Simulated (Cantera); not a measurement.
Mixture: CH4 : O2 : N2 = 1 : 1.18 : 4.42 (molar parts), at 1.01 bar, adiabatic and at constant pressure. Ignition delay is the time to a rise of 400 K.

Computed with Cantera and GRI-Mech 3.0 (53 species, 325 reactions).

Q: At T0 = 1525 K, what is the delay, and which 5 reactions control it most (d ln τ / d ln k, from doubling and halving each rate constant)?

A: The delay is 1.12 ms.
```
reaction                  d ln τ / d ln k   faster rate
------------------------  ---------------  ------------
CH3 + O2 <=> CH3O + O               -0.42   shortens it
2 CH3 (+M) <=> C2H6 (+M)             0.32  lengthens it
H + O2 <=> O + OH                   -0.31   shortens it
CH4 + H <=> CH3 + H2                 0.24  lengthens it
CH3 + O2 <=> CH2O + OH              -0.19   shortens it
```
